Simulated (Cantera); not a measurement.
What does this Cantera script print?

```python
import numpy as np
import cantera as ct

gas = ct.Solution("gri30.yaml", transport_model="mixture-averaged")
show = ['N2', 'C2H2', 'OH']

rows = []
print(f"{'T/K':>7s}{'rho':>11s}{'cp':>10s}{'mu':>11s}{'lambda':>11s}{'Pr':>7s}" + "".join(f"{'D_' + s:>11s}" for s in show))
for T in [400, 500, 600, 700, 800, 900, 1000, 1100, 1200]:
    gas.TPX = T, 1000000, {'C2H4': 0.6, 'N2': 0.2}
    Pr = gas.cp_mass * gas.viscosity / gas.thermal_conductivity
    D = [gas.mix_diff_coeffs_mole[gas.species_index(s)] for s in show]
    rows.append([gas.density, gas.cp_mass, gas.viscosity, gas.thermal_conductivity, Pr, *D])
    print(f"{T:7g}{gas.density:11.4e}{gas.cp_mass:10.1f}{gas.viscosity:11.4e}"
          f"{gas.thermal_conductivity:11.4e}{Pr:7.3f}" + "".join(f"{d:11.4e}" for d in D))
print("SI units: kg/m3, J/kg/K, Pa s, W/m/K, m2/s")
```

Output:

```
    T/K        rho        cp         mu     lambda     Pr       D_N2     D_C2H2       D_OH
    400 8.4323e+00    1669.3 1.5094e-05 3.3427e-02  0.754 2.7632e-06 2.3179e-06 4.4122e-06
    500 6.7458e+00    1929.8 1.8286e-05 4.5986e-02  0.767 4.1160e-06 3.4950e-06 6.5285e-06
    600 5.6215e+00    2165.4 2.1217e-05 5.8878e-02  0.780 5.6666e-06 4.8536e-06 8.9485e-06
    700 4.8185e+00    2363.0 2.3940e-05 7.1747e-02  0.788 7.4005e-06 6.3791e-06 1.1651e-05
    800 4.2161e+00    2523.8 2.6492e-05 8.4431e-02  0.792 9.3065e-06 8.0605e-06 1.4619e-05
    900 3.7477e+00    2662.6 2.8901e-05 9.6856e-02  0.795 1.1376e-05 9.8890e-06 1.7840e-05
   1000 3.3729e+00    2808.6 3.1190e-05 1.0898e-01  0.804 1.3601e-05 1.1857e-05 2.1303e-05
   1100 3.0663e+00    2920.7 3.3377e-05 1.2080e-01  0.807 1.5976e-05 1.3959e-05 2.4998e-05
   1200 2.8108e+00    3020.0 3.5474e-05 1.3231e-01  0.810 1.8495e-05 1.6190e-05 2.8918e-05
SI units: kg/m3, J/kg/K, Pa s, W/m/K, m2/s
```

Model: GRI-Mech 3.0 (53 species, 325 reactions), integrated in Cantera. The composition is frozen, though it would react at the higher temperatures.
